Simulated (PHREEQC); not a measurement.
**Ultrapure water in contact with air or piping: speciation**

A made-up water analysis in mg/L, 25 °C, pH 6.16, pe 8.2:

```csv
constituent,mg/L
Na,0.0205
K,0.00996
Ca,0.0082
Mg,0.00272
Cl,0.0368
S(6) as SO4,0.0252
Alkalinity as HCO3,0.0129
Br,7.91e-05
Pb,0.00153
B,2.97e-06
```

Cl is adjusted to close the charge balance.
Valence states are taken as typed.

Model: ion-association model, wateq4f.dat, run in PHREEQC.

- ionic strength: 3.07e-6 mol/kgw

| species | molality | activity | log γ |
|---|---|---|---|
| CO2 | 1.38e-6 | 1.38e-6 | 0.000 |
| Cl- | 1.06e-6 | 1.06e-6 | -0.001 |
| Na+ | 8.92e-7 | 8.90e-7 | -0.001 |
| HCO3- | 8.90e-7 | 8.88e-7 | -0.001 |
| H+ | 6.93e-7 | 6.92e-7 | -0.001 |
| SO4-2 | 2.62e-7 | 2.60e-7 | -0.004 |
| K+ | 2.55e-7 | 2.54e-7 | -0.001 |
| Ca+2 | 2.05e-7 | 2.03e-7 | -0.004 |
| Mg+2 | 1.12e-7 | 1.11e-7 | -0.004 |
| OH- | 1.45e-8 | 1.45e-8 | -0.001 |
| Pb+2 | 7.17e-9 | 7.11e-9 | -0.004 |

No solid was allowed to form.
